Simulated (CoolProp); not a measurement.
Properties of n-perfluorohexane along the isobar 807 kPa (Tc = 448.0 K, pc = 1742 kPa, ω = 0.497).

Values from CoolProp's reference Helmholtz-energy equation of state, Gao 2022.

```tsv
T (K)	phase	density (kg/m³)	cp (kJ/(kg K))	Joule-Thomson coefficient (K/MPa)	isothermal compressibility (1/MPa)	fugacity coefficient
197.2	liquid	1960	(withheld)	-0.4072	0.001074	(withheld)
216	liquid	1907	0.9188	-0.3904	(withheld)	0.0001697
234.7	liquid	1856	0.9472	-0.3712	0.001440	(withheld)
253.5	liquid	1804	0.9764	-0.3490	0.001697	(withheld)
272.3	liquid	1752	1.006	-0.3231	0.002033	0.01085
291	liquid	1700	1.035	-0.2922	0.002483	0.02762
309.8	liquid	1646	1.064	-0.2534	0.003113	0.06078
328.6	liquid	1588	1.093	-0.2025	0.004035	0.1183
347.3	liquid	1527	1.124	-0.1319	0.005464	0.2075
366.1	liquid	1460	1.158	-0.02468	0.007908	0.3354
384.9	liquid	(withheld)	1.199	0.1579	0.01269	0.5045
```

Task: Fill in the missing entries.

Result: 
- 197.2, cp (kJ/(kg K)): 0.8920
- 197.2, fugacity coefficient: 2.125e-5
- 216, isothermal compressibility (1/MPa): 0.001238
- 234.7, fugacity coefficient: 0.0008961
- 253.5, fugacity coefficient: 0.003513
- 384.9, density (kg/m³): 1382
